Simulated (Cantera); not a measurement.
An isothermal, constant-pressure homogeneous reactor starts with 3.70 % C2H6, 96.3 % N2, at 1550 K and 0.0385 atm.

Computed with Cantera and GRI-Mech 3.0 (53 species, 325 reactions). GRI-Mech 3.0 stops at C3 and has no aromatics, soot or wall deposition, so with more carbon than oxygen in the feed, carbon stays in small species such as C2H2 where larger ones or solid carbon would form. Radical loss at walls, strong at low pressure, is not modelled.

x: mole fraction; the columns are a selection and need not sum to one.

```csv
t (s),x C2H6,x HCN,x C2H4,x CH2,x C2H
1.00e-5,0.0369,<1e-12,1.12e-7,9.61e-10,<1e-12
3.40e-5,0.0367,<1e-12,3.62e-6,3.63e-8,<1e-12
0.000116,0.0358,4.65e-10,0.000139,1.00e-6,<1e-12
0.000393,[?],[?],[?],[?],[?]
0.00134,0.0107,1.08e-6,0.0166,1.16e-5,1.14e-7
0.00454,0.000368,2.17e-6,0.0127,3.12e-6,2.35e-7
0.0154,2.11e-5,2.34e-6,0.00476,3.48e-7,9.83e-8
0.0524,4.74e-6,2.36e-6,0.00115,7.37e-8,4.97e-8
0.178,2.21e-6,2.37e-6,0.000114,3.41e-8,3.53e-8
0.606,1.72e-6,2.40e-6,5.42e-5,2.95e-8,3.50e-8
2.06,1.02e-6,2.48e-6,3.70e-5,2.44e-8,3.79e-8
7.00,[?],[?],[?],[?],[?]
```

Question: Fill in the missing entries.

Answer: 
- 0.000393, x C2H6: 0.0301
- 0.000393, x HCN: 1.54e-7
- 0.000393, x C2H4: 0.00341
- 0.000393, x CH2: 7.36e-6
- 0.000393, x C2H: 4.23e-9
- 7.00, x C2H6: 2.86e-7
- 7.00, x HCN: 2.71e-6
- 7.00, x C2H4: 2.08e-5
- 7.00, x CH2: 1.50e-8
- 7.00, x C2H: 4.42e-8
